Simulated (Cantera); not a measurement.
A closed system holds: 1 mol SiC, 0.004 mol O₂, 2 mol N₂, equilibrated at 950 K and 1 atm.

Equilibrium computed with Cantera from the NASA thermochemical tables; the gas is ideal and each condensed phase is pure. Candidate condensed phases: C, Si, SiC, SiO₂, Si₂N₂O, Si₃N₄; 34 gas species. N₂ is the only nitrogen source here; it is nearly inert below about 1500 K, so the nitride shown seldom forms there in practice. Kinetics and transport are ignored.

Base state: N₂ 1.00 (mole fractions); condensed: C(graphite) + Si₂N₂O(s) + Si₃N₄(s).

**Question.** What changes in the equilibrium state with this change: temperature from 950 K to 2273 K?

**Answer.** 
| species | before | after |
|---|---|---|
| N₂ | 1.00 | 0.995 |
| CO | <1e-9 | 0.00244 |
| SiO | <1e-9 | 0.00154 |
| Si | <1e-9 | 0.000599 |
| SiN | <1e-9 | 8.84e-5 |
| C(graphite), mol | 1.00 | 0 |
| Si₂N₂O(s), mol | 0.00800 | 0 |
| Si₃N₄(s), mol | 0.328 | 0 |
| SiC(s), mol | 0 | 0.995 |
The tables' values for SiN are old estimates; treat these amounts as uncertain.
